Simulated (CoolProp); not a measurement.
A simple Rankine cycle with water: condensing at 316.15 K, boiler at 0.0597 MPa, turbine inlet 373.9 K, turbine efficiency 0.6, pump efficiency 0.6, no recuperator. Each further row changes one setting.

Model: reference Helmholtz-energy equation of state, Wagner 2002, in CoolProp.

```
case                             thermal efficiency (%)  net work (kJ/kg)  heat in (kJ/kg)  turbine exit temperature (K)  volume ratio over the turbine
-------------------------------  ----------------------  ----------------  ---------------  ----------------------------  -----------------------------
as stated                                           6.9               173             2500                         316.2                           5.70
turbine inlet 393.9 K                               7.0               177             2540                         316.2                           5.48
condensing temperature 308.15 K                     8.2               207             2540                         308.1                           8.47
boiler pressure 0.0418 MPa                          5.7               142             2500                         316.2                           4.04
turbine efficiency 0.5                              5.8               144             2500                         316.2                           5.77
```

The expansion ends wet for: as stated; turbine inlet 393.9 K; condensing temperature 308.15 K; boiler pressure 0.0418 MPa; turbine efficiency 0.5.
